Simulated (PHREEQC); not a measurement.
Make-up at 25 °C: 0.13 mol HF and 0.0088 mol NH3 per kg of water. Closed to the air; pH follows from the charge balance.

Computed with PHREEQC (ion-association model, wateq4f.dat).

Precipitation was switched off in this run.

Q: Predict the pH.

A: pH 2.27.

Q: In which forms is F present?

A: HF 61 %, H2F2 25 %, F- 8.7 %, HF2- 5.3 % of the F.

wateq4f.dat counts part of the HF as a dimer, H2F2, which phreeqc.dat doesn't know; its constant is uncertain.
